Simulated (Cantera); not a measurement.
Input: 1 mol BaF2, 0.068 mol H2O, 4.7 mol H2, equilibrated at 2173.15 K and 750 Torr.

Equilibrium computed with Cantera from the NASA thermochemical tables; the gas is ideal and each condensed phase is pure. Candidate condensed phases: Ba, BaF2, BaO, Ba(OH)2, H2O; 27 gas species. Kinetics and transport are ignored.

Base state: H2 0.856, BaF2 0.0953, HF 0.0166, BaF 0.0156, H2O 0.0121, H 0.00447, BaOH 0.000294, Ba 0.000122 (mole fractions); condensed: BaF2(l).

Question: What changes in the equilibrium state with this change: H2O from 0.068 to 0.77 mol?

Answer: 
```json
[
 {"species": "H2", "before": "0.856", "after": "0.748"},
 {"species": "H2O", "before": "0.0121", "after": "0.114"},
 {"species": "BaF2", "before": "0.0953", "after": "0.0953"},
 {"species": "HF", "before": "0.0166", "after": "0.0222"},
 {"species": "BaF", "before": "0.0156", "after": "0.0108"},
 {"species": "Ba(OH)2", "before": "8.50e-5", "after": "0.00421"},
 {"species": "OH", "before": "8.43e-6", "after": "8.52e-5"},
 {"species": "BaOH", "before": "0.000294", "after": "0.00144"},
 {"species": "BaF2(l), mol", "before": "0.395", "after": "0.305"}
]
```
